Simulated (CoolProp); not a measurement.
Model: reference Helmholtz-energy equation of state, Thol 2019, in CoolProp.

Problem. For dodecamethylpentasiloxane (MD3M), give the phase and the cv (kJ/(kg K)), speed of sound (m/s), Joule-Thomson coefficient (K/MPa) at 430 K and 0.101 MPa.

Solution. 
- 430 K and 0.101 MPa: liquid; cv 1.75, speed of sound 567, Joule-Thomson coefficient -0.257
